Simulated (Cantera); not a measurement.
Feed: 1 mol BN, 6 mol HCl, at 0.133 bar.

Method: chemical equilibrium by Gibbs-energy minimisation in Cantera with the NASA 1993 tables (ideal gas, pure condensed phases). Candidate condensed phases: B, BN, NH₄Cl; 21 gas species. The tables' values for BCl₂, BCl are old estimates; treat these amounts as uncertain. Gases not in the tables: BHCl₂. The numbers say what is thermodynamically allowed, not how fast it happens.

### Question
At 1327 °C, list the 4 most abundant gas species with their mole fractions, and the condensed phases.

### Answer
HCl 0.821, H₂ 0.0892, BCl₃ 0.0592, N₂ 0.0298. Condensed: BN(s).
